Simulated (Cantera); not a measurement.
Cantera run, input and output.

```python
import numpy as np
import cantera as ct

surf = ct.Interface("ptcombust.yaml", "Pt_surf")
gas = surf.adjacent["gas"]
gas.TPX = 548, 37000, {'CO': 0.0024, 'O2': 0.038, 'N2': 0.79}
surf.TP = 548, 37000
reactor = ct.FlowReactor(gas, clone=False)
reactor.area = 0.0001  # m2
reactor.surface_area_to_volume_ratio = 6500  # 1/m
reactor.mass_flow_rate = 0.08 * reactor.area * gas.density  # inlet velocity 0.08 m/s
reactor.energy_enabled = False
wall = ct.ReactorSurface(surf, reactor, clone=False)
net = ct.ReactorNet([reactor])
net.rtol, net.atol = 1e-8, 1e-16
show, cover = ['CO', 'O2', 'H2O', 'CO2'], ['PT(S)', 'H(S)', 'O(S)', 'OH(S)', 'CO(S)', 'C(S)']

rows = []
print(f"{'z/m':>9s}{'u/(m/s)':>9s}" + "".join(f"{s:>13s}" for s in show + cover))
for z in [9.7e-05, 0.00021, 0.00045, 0.00097, 0.0021, 0.0045, 0.0097]:
    net.advance(z)
    rows.append([reactor.speed, *gas[show].X, *surf[cover].coverages])
    print(f"{z:9.4g}{rows[-1][0]:9.3g}" + "".join(f"{x:13.4e}" for x in rows[-1][1:]))
```

Result:

```
      z/m  u/(m/s)           CO           O2          H2O          CO2        PT(S)         H(S)         O(S)        OH(S)        CO(S)         C(S)
  9.7e-05     0.08   2.8668e-03   4.5750e-02   4.2079e-30   2.3385e-05   1.8732e-03   2.0777e-26   9.9728e-01   1.3218e-17   8.4520e-04   1.2026e-21
  0.00021     0.08   2.8432e-03   4.5739e-02   3.7194e-28   4.7036e-05   1.7592e-03  -2.2696e-25   9.9750e-01   5.2595e-18   7.3915e-04   9.8748e-22
  0.00045     0.08   2.8010e-03   4.5718e-02   1.9865e-27   8.9299e-05   1.5988e-03   7.1514e-26   9.9780e-01  -1.8172e-17   6.0128e-04   7.2985e-22
  0.00097     0.08   2.7297e-03   4.5684e-02   4.5648e-29   1.6071e-04   1.4057e-03  -2.2014e-26   9.9814e-01  -1.8852e-17   4.5281e-04   4.8308e-22
   0.0021     0.08   2.6171e-03   4.5631e-02   1.1545e-27   2.7346e-04   1.2063e-03   5.7399e-24   9.9847e-01   1.7890e-16   3.1962e-04   2.9252e-22
   0.0045     0.08   2.4522e-03   4.5552e-02   3.5595e-28   4.3862e-04   1.0249e-03  -8.3893e-27   9.9876e-01  -8.5470e-18   2.1610e-04   1.6798e-22
   0.0097     0.08   2.2162e-03   4.5439e-02   7.3551e-28   6.7494e-04   8.6691e-04   4.5988e-27   9.9899e-01  -4.5923e-17   1.3971e-04   9.1838e-23
```

Detailed kinetics in Cantera: Deutschmann's 1995 Pt surface mechanism with GRI-Mech 3.0 gas chemistry. Catalytic surfaces can have several steady states; this one follows from the mechanism file's or the stated starting coverage. Mass transfer to the wall is taken as infinitely fast.
